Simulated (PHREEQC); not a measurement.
PHREEQC input (ion-association model, wateq4f.dat):

```
SOLUTION_MASTER_SPECIES
  An  An-  0  An  62.0  # stands for a non-complexing anion
SOLUTION_SPECIES
  An- = An-
    -log_k 0
    -gamma 3.0 0
PHASES
  Fix_H+
    H+ = H+
    -log_k 0
SOLUTION 1
  temp 25
  units mmol/kgw
  pH 7 charge
  S(6) 3.6
  Zn 3.6
  Na 1
  An 1
END
SELECTED_OUTPUT 1
  -reset false
  -pH true
  -pe true
  -ionic_strength true
  -water true
  -totals Na S Zn S(-2) S(6)
  -molalities Hfo_wOH Hfo_wOH2+ Hfo_wO- Hfo_sOH Hfo_sOH2+ Hfo_sO- Hfo_wSO4- Hfo_wOHSO4-2 Hfo_sOZn+ Hfo_wOZn+
  -saturation_indices Zn(OH)2-e Zn4(OH)6SO4 Mirabilite Goslarite
USER_PUNCH 1
  -headings sigma psi
  10 PUNCH EDL("sigma", "Hfo"), EDL("psi", "Hfo")
PRINT
  -reset false
USE solution 1
SURFACE 1
  Hfo_wOH 0.00404494 600 1.8
  Hfo_sOH 0.000101124
EQUILIBRIUM_PHASES 1
  Fix_H+ -4 HAn 10
    -force_equality true
  O2(g) -0.68 10
END
# ... the last block is repeated for the other 16 points of pH, with NaOH or the acid as the point needs
```

Selected output (columns that matter, 14 of 17 rows; pH added in front):

```
pH	mu	Na	S	Zn	m_Hfo_wOH	m_Hfo_wOH2+	m_Hfo_wO-	m_Hfo_sOH	si_Zn(OH)2-e	si_Zn4(OH)6SO4	si_Mirabilite	si_Goslarite	sigma	psi
4	0.012089	0.00099997	0.0017021	0.0035902	2.0214e-05	0.0021266	4.4017e-09	8.6291e-07	-6.1815	-18.209	-8.0703	-3.8056	0.026268	0.075008
4.5	0.011894	0.00099997	0.0017498	0.003547	6.0913e-05	0.0021314	3.9879e-08	1.4041e-06	-5.1875	-15.218	-8.0538	-3.7956	0.025331	0.07371
5	0.011711	0.00099997	0.0018655	0.0034863	0.000171	0.0021168	3.1646e-07	7.3372e-07	-4.1979	-12.227	-8.0218	-3.7744	0.023594	0.070828
6	0.0094353	0.00099999	0.0023204	0.0025966	0.0006836	0.0011702	9.1487e-06	8.0035e-08	-2.3329	-6.6315	-7.8784	-3.7731	0.017542	0.062502
6.5	0.0086444	0.0023424	0.0024613	0.001695	0.0007071	0.00036389	3.1477e-05	4.1482e-08	-1.5249	-4.3393	-7.0765	-3.905	0.017303	0.063801
7	0.0085555	0.0033503	0.0024926	0.001213	0.00049914	6.535e-05	8.7336e-05	2.3115e-08	-0.6763	-1.9228	-6.7434	-4.0342	0.019533	0.069389
7.5	0.0085707	0.0037958	0.0025274	0.0010185	0.0002785	8.674e-06	0.00020485	1.1887e-08	0.2362	0.7403	-6.6221	-4.1085	0.022943	0.076702
8.5	0.0094603	0.0052178	0.0028903	0.001044	7.4732e-05	1.5881e-07	0.0008056	3.2223e-09	1.969	5.7377	-6.2845	-4.3097	0.029674	0.086523
9	0.010556	0.0068646	0.003277	0.0012482	5.7894e-05	5.432e-08	0.0014135	2.722e-09	2.3971	6.5093	-5.9928	-4.8227	0.026152	0.077948
9.5	0.01139	0.0078485	0.0035364	0.001428	5.4528e-05	3.67e-08	0.001856	2.7855e-09	2.5312	6.0764	-5.8497	-5.658	0.01688	0.056905
10	0.011712	0.0082425	0.0035922	0.0015068	5.3637e-05	3.3093e-08	0.0019915	2.848e-09	2.5593	5.1935	-5.8036	-6.6252	0.0077143	0.029562
11	0.013206	0.0098594	0.0035997	0.0016047	5.9294e-05	3.8515e-08	0.0020912	3.3108e-09	2.4715	2.8316	-5.6637	-8.7238	-0.0086103	-0.030916
11.5	0.016333	0.013078	0.0035997	0.0016998	7.3004e-05	5.6198e-08	0.0021726	4.2912e-09	2.285	1.0636	-5.4495	-9.9325	-0.024367	-0.064857
12	0.025732	0.022598	0.0035997	0.0019513	0.00010541	1.0642e-07	0.0023916	7.1997e-09	1.942	-1.3611	-5.0499	-11.329	-0.066404	-0.1014
```

Along this series the solution becomes supersaturated in solids that the run did not let form, among them Zn(OH)2-e, Zn4(OH)6SO4. Species that the database lacks are ignored.
